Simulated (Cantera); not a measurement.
## Silicon nitride deposition: SiCl₄ + N₂ + H₂

Feed: 1 mol SiCl₄, 3.1 mol N₂, 11 mol H₂, equilibrated at 0.00130 bar.

Cantera equilibrium calculation (NASA polynomials, part measured and part estimated; ideal gas, pure solids and liquids). Candidate condensed phases: NH₄Cl, Si, Si₃N₄; 28 gas species. N₂ is the only nitrogen source here; it is nearly inert below about 1500 K, so the nitride shown seldom forms there in practice. The tables' values for SiCl₃, SiCl are old estimates; treat these amounts as uncertain. Rates play no part.

From 1073 K to 1523 K the condensed part is Si₃N₄(s). From 1573 K to 1623 K nothing is condensed. The main Si-bearing gas is SiCl₄ at 1073 K and SiCl₂ at 1623 K.

```csv
T (K),x H₂,x HCl,x N₂,x SiCl₂,n Si₃N₄(s)
1073,0.586,0.255,0.158,3.04e-5,0.327
1123,0.585,0.255,0.158,0.000114,0.327
1173,0.585,0.255,0.159,0.000381,0.326
1223,0.586,0.253,0.159,0.00113,0.322
1273,0.587,0.249,0.160,0.00301,0.312
1323,0.589,0.240,0.162,0.00704,0.291
1373,0.594,0.224,0.166,0.0143,0.253
1423,0.600,0.201,0.172,0.0249,0.197
1473,0.607,0.174,0.179,0.0377,0.129
1523,0.615,0.146,0.187,0.0510,0.0570
1573,0.621,0.124,0.192,0.0614,0
1623,0.620,0.124,0.192,0.0614,0
```
x: gas mole fraction; n: condensed amount in mol.
